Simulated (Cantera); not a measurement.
## Adiabatic ignition

An adiabatic, constant-pressure homogeneous reactor starts with CH4 : H2 : O2 : N2 = 1 : 0.94 : 3.25 : 12.2 (molar parts), at 1098 K and 20.7 atm.

Cantera simulation using GRI-Mech 3.0 (53 species, 325 reactions); the numbers are that mechanism's predictions, not measurements. The pressure lies above the range GRI-Mech 3.0 was tuned for (to about 10 atm).

```csv
t (s),T (K),x CH4,x H2,x O2,x C2H6,x C2H,x NO
1.00e-6,1098,0.0575,0.0541,0.187,<1e-12,<1e-12,<1e-12
3.16e-6,1098,0.0575,0.0541,0.187,<1e-12,<1e-12,<1e-12
1.00e-5,1098,0.0575,0.0541,0.187,<1e-12,<1e-12,<1e-12
3.16e-5,1098,0.0575,0.0541,0.187,6.53e-12,<1e-12,<1e-12
0.000100,1098,0.0575,0.0541,0.187,7.78e-11,<1e-12,<1e-12
0.000316,1098,0.0575,0.0540,0.187,7.07e-9,<1e-12,<1e-12
0.00100,1112,0.0568,0.0528,0.186,1.72e-5,<1e-12,<1e-12
0.00316,2563,<1e-12,0.00144,0.0420,<1e-12,<1e-12,0.00796
0.0100,2558,<1e-12,0.00143,0.0407,<1e-12,<1e-12,0.0106
0.0316,2558,<1e-12,0.00143,0.0407,<1e-12,<1e-12,0.0107
0.100,2558,<1e-12,0.00143,0.0407,<1e-12,<1e-12,0.0107
```
x: mole fraction; the columns are a selection and need not sum to one.

- time of steepest temperature rise = 1.31 ms
- temperature at 0.100 s = 2558 K
- equilibrium temperature = 2558 K
- x(CH4) at 0.100 s = <1e-12 (gas-phase equilibrium <1e-12)
- x(H2) at 0.100 s = 0.00143 (gas-phase equilibrium 0.00143)
- x(O2) at 0.100 s = 0.0407 (gas-phase equilibrium 0.0407)
